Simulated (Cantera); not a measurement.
Silicon nitride deposition: trisilylamine + NH3 + H2 + N2

Charge: 1 mol trisilylamine, 0.34 mol NH3, 82 mol H2, 27 mol N2, equilibrated at 7.40e-5 bar.

Method: chemical equilibrium by Gibbs-energy minimisation in Cantera with the NASA 1993 tables (ideal gas, pure condensed phases). Candidate condensed phases: Si, Si3N4; 18 gas species. The feed counts by its element totals alone. The tables' values for SiN are old estimates; treat these amounts as uncertain. Gases not in the tables: Si2H6 and higher silanes. The numbers say what is thermodynamically allowed, not how fast it happens.

```csv
T (°C),x H2,x N2,x H,x Si,n Si3N4(s),n Si(s)
802,0.772,0.228,1.50e-6,<1e-12,1.00,0
902,0.772,0.228,1.25e-5,6.05e-11,1.00,0
1002,0.772,0.228,7.53e-5,1.59e-8,1.000,0
1102,0.772,0.228,0.000350,1.84e-6,1.000,0
1202,0.758,0.241,0.00131,7.77e-5,0,2.99
1302,0.754,0.241,0.00420,0.000776,0,2.91
1402,0.744,0.238,0.0116,0.00586,0,2.29
1502,0.715,0.232,0.0284,0.0244,0,0
1602,0.685,0.228,0.0630,0.0244,0,0
1702,0.630,0.220,0.126,0.0237,0,0
1802,0.541,0.208,0.228,0.0225,0,0
```
x: gas mole fraction; n: condensed amount in mol.

From 802 °C to 1102 °C the condensed part is Si3N4(s). From 1202 °C to 1402 °C the condensed part is Si(s). From 1502 °C to 1802 °C nothing is condensed.
